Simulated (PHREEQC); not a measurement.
Consider water at 25 °C with 0.014 mol CdBr2 per kg of water. It is in equilibrium with CO2 at log p = -3.4 (atm). Otherwise closed; pH follows from the charge balance.

The numbers come from PHREEQC with the ion-association model, wateq4f.dat.

Each row changes one thing in this solution. This is a speciation only: nothing precipitates in the calculation.

```csv
case,pH,ionic strength (mol/kgw),Br- (mol/kgw),CdBr+ (mol/kgw),Cd+2 (mol/kgw),CdBr2 (mol/kgw),SI of Otavite (CdCO3)
as made,5.58,0.0240,0.0187,0.00809,0.00531,0.000600,-0.83
diluted 5-fold with water,5.59,0.00652,0.00465,0.000913,0.00187,1.92e-5,-1.13
0.00038 mol/kgw HF added,3.59,0.0243,0.0187,0.00808,0.00531,0.000599,-4.80
temperature from 25 to 35 °C,5.60,0.0243,0.0188,0.00792,0.00547,0.000614,-0.77
CdBr2 from 0.014 to 0.007 mol/kgw,5.59,0.0139,0.0104,0.00334,0.00351,0.000146,-0.94
CdBr2 from 0.014 to 0.14 mol/kgw,5.55,0.136,0.121,0.0914,0.0149,0.0337,-0.64
temperature from 25 to 55 °C,5.60,0.0249,0.0191,0.00759,0.00577,0.000638,-0.80
CdBr2 from 0.014 to 0.028 mol/kgw,5.57,0.0411,0.0334,0.0181,0.00764,0.00223,-0.75
```

Species that the database lacks are ignored. Away from 25 °C the constants follow the database's enthalpies or fits; those with neither stay at their 25 °C values.
